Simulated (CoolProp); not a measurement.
Vapour-liquid equilibrium of CHF3 (R23) (1) + R143a (2) at 0.912 MPa; x and y are mole fractions of (1).

Computed with CoolProp (multi-fluid Helmholtz-energy mixture model, Penoncello 2003 and Lemmon and Jacobsen 2000; pair parameters Bell 2016).

```
x     bubble temperature, mixture model (K)  bubble temperature, Raoult's law (K)  y, mixture model  y, Raoult's law
----  -------------------------------------  ------------------------------------  ----------------  ---------------
0.05                                  282.8                                 281.5             0.119            0.170
0.15                                  276.0                                 273.6             0.330            0.415
0.25                                  269.6                                 267.1                 ?            0.579
0.35                                  263.8                                 261.8             0.634            0.695
0.45                                  258.7                                 257.2             0.734            0.780
0.55                                  254.3                                 253.2             0.810            0.844
0.65                                  250.4                                 249.8                 ?            0.893
0.75                                  247.1                                 246.7             0.913            0.932
0.85                                  244.2                                 243.9             0.951            0.964
0.95                                  241.5                                 241.4                 ?            0.989
```

**Question.** Complete the blanks.

**Answer.** 
- 0.25, y, mixture model: 0.501
- 0.65, y, mixture model: 0.868
- 0.95, y, mixture model: 0.984

The largest gap from Raoult's law is +2.5 K in bubble temperature, at x = 0.25. No azeotrope shows between x = 0.05 and 0.95.

Pair parameters are fitted to limited data, so mixtures are less certain than the pure fluids.
